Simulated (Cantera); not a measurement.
Feed: 1 mol C2H4, 0.05 mol NH3, held at 1.40 mbar.

Cantera equilibrium calculation (NASA polynomials, part measured and part estimated; ideal gas, pure solids and liquids). Candidate condensed phases: C, C6H6, C7H8, C8H18; 92 gas species. The numbers say what is thermodynamically allowed, not how fast it happens.

Q: At 1325 K, list the 4 most abundant gas species with their mole fractions, and the condensed phases.

A: H2 0.988, N2 0.0119, H 4.34e-5, HCN 2.83e-5. Condensed: C(graphite).
